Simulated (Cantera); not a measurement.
A closed system holds: 1 mol SiCl4, 1.4 mol N2, 82 mol H2, held at 26.0 Pa.

Equilibrium computed with Cantera from the NASA thermochemical tables; the gas is ideal and each condensed phase is pure. Candidate condensed phases: NH4Cl, Si, Si3N4; 28 gas species. N2 is the only nitrogen source here; it is nearly inert below about 1500 K, so the nitride shown seldom forms there in practice. Gases not in the tables: Si2H6 and higher silanes. Kinetics and transport are ignored.

Question: What share of the Si ends up in condensed phases as a function of T (K), at 1350, 1400, 1450, 1500, 1550, 1600, 1650, 1700, 1750, 1800?

Answer: 
```tsv
T (K)	Si condensed (%)	as
1350	70.3	Si3N4(s)
1400	61.5	Si(s)
1450	60.3	Si(s)
1500	58.9	Si(s)
1550	57.0	Si(s)
1600	53.6	Si(s)
1650	46.5	Si(s)
1700	31.4	Si(l)
1750	3.9	Si(l)
1800	0.0	-
```
